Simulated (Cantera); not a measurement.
Charge: 1 mol SiHCl3, 55 mol H2, held at 1227 °C and 1000 Pa.

Equilibrium computed with Cantera from the NASA thermochemical tables; the gas is ideal and each condensed phase is pure. Candidate condensed phases: Si; 19 gas species. The tables' values for SiCl3 are old estimates; treat these amounts as uncertain. Equilibrium is a limit: real reactors are often held back by kinetics, nucleation or transport.

Base state: H2 0.953, HCl 0.0411, SiCl2 0.00568, H 0.000172, SiCl3 5.95e-5 (mole fractions); condensed: Si(s).

Q: What changes in the equilibrium state with this change: SiHCl3 replaced by Si2H6?

A: 
```csv
species,before,after
H2,0.953,1.000
H,0.000172,0.000176
HCl,0.0411,0
SiCl2,0.00568,0
SiCl3,5.95e-5,0
"Si(s), mol",0.672,2.00
```
The feed counts by its element totals alone.
